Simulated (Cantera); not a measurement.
What does this Cantera script print?

```python
import numpy as np
import cantera as ct

gas = ct.Solution("h2o2.yaml")
gas.TPX = 598, 13332, {'H2': 1, 'O2': 0.36, 'N2': 1.04}
flame = ct.FreeFlame(gas, width=0.16)
flame.set_refine_criteria(ratio=3, slope=0.08, curve=0.16)
flame.transport_model = "mixture-averaged"
flame.solve(loglevel=0, auto=True)
z, T = flame.grid, flame.T
thick = (T[-1] - T[0]) / np.gradient(T, z).max()
show = ['H2', 'O2', 'H2O', 'O', 'HO2', 'H2O2']
print(f"laminar burning velocity  {flame.velocity[0] * 100:.3f} cm/s")
print(f"burnt temperature         {T[-1]:.1f} K")
print(f"thermal thickness         {thick * 1e3:.4f} mm")
print(f"grid points               {len(z)}")
z0 = z[flame.heat_release_rate.argmax()]
print(f"{'z/mm':>9s}{'T/K':>9s}{'u/(m/s)':>9s}" + "".join(f"{s:>11s}" for s in show))
rows = []
for k in (-3, -2, -1.5, -1, -0.5, -0.25, 0, 0.25, 0.5, 1, 2, 4, 8):
    zz = z0 + k * thick
    rows.append([k * thick, np.interp(zz, z, T), np.interp(zz, z, flame.velocity),
                 *(np.interp(zz, z, flame.X[gas.species_index(s)]) for s in show)])
    print(f"{rows[-1][0] * 1e3:9.3f}{rows[-1][1]:9.1f}{rows[-1][2]:9.3f}" + "".join(f"{x:11.3e}" for x in rows[-1][3:]))
```

Output:

```
laminar burning velocity  778.667 cm/s
burnt temperature         2523.3 K
thermal thickness         5.7111 mm
grid points               138
     z/mm      T/K  u/(m/s)         H2         O2        H2O          O        HO2       H2O2
  -17.133    598.0    7.787  4.167e-01  1.500e-01 -1.079e-14  5.453e-17  2.697e-14  5.945e-17
  -11.422    598.0    7.787  4.167e-01  1.500e-01  1.281e-12  1.530e-13  6.780e-11  6.146e-16
   -8.567    598.0    7.787  4.167e-01  1.500e-01  5.297e-11  9.327e-12  2.781e-09  3.442e-14
   -5.711    598.0    7.787  4.167e-01  1.500e-01  1.777e-08  2.067e-09  3.965e-07  4.520e-11
   -2.856    605.8    7.880  4.153e-01  1.499e-01  4.895e-04  8.747e-06  5.272e-05  3.695e-07
   -1.428    728.6    9.382  3.905e-01  1.463e-01  1.138e-02  3.064e-04  3.606e-05  5.711e-07
    0.000   1143.7   14.303  2.160e-01  8.618e-02  1.344e-01  8.746e-03  1.437e-05  6.126e-07
    1.428   1417.4   17.510  1.039e-01  2.134e-02  2.533e-01  1.281e-02  3.399e-06  6.288e-07
    2.856   1528.9   18.748  1.014e-01  1.558e-02  2.644e-01  1.270e-02  2.203e-06  5.105e-07
    5.711   1664.0   20.207  1.084e-01  1.368e-02  2.691e-01  1.220e-02  1.662e-06  3.311e-07
   11.422   1822.6   21.866  1.155e-01  1.154e-02  2.757e-01  1.095e-02  1.214e-06  1.793e-07
   22.844   1993.7   23.596  1.214e-01  9.154e-03  2.848e-01  9.025e-03  8.710e-07  9.298e-08
   45.689   2166.7   25.282  1.257e-01  6.723e-03  2.959e-01  6.733e-03  6.561e-07  5.252e-08
```

Computed with Cantera and the H2/O2 subset of GRI-Mech 3.0, which has no nitrogen chemistry. Burning velocities carry a grid error of a few per cent, more on coarse grids.
